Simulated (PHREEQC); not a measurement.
Dissolve 0.052 mol/kgw H3PO4 and 0.026 mol/kgw NaF at 25 °C. Closed to the air; pH follows from the charge balance.

Model: ion-association model, phreeqc.dat, run in PHREEQC.

```tsv
quantity	before	after
pH	2.22	9.19
ionic strength (mol/kgw)	0.0329	0.175
H2PO4- (mol/kgw)	0.0297	0.000205
H3PO4 (mol/kgw)	0.0223	1.40e-11
HPO4-2 (mol/kgw)	5.00e-7	0.0481
```

Question: Name the change that produced these shifts.
A. H3PO4 replaced by K2HPO4 at the same molality
B. NaF left out
C. 0.0086 mol/kgw Na2SiO3 added
D. NaF replaced by NaHF2 at the same molality

Answer: A, H3PO4 replaced by K2HPO4 at the same molality

No solid was allowed to form.
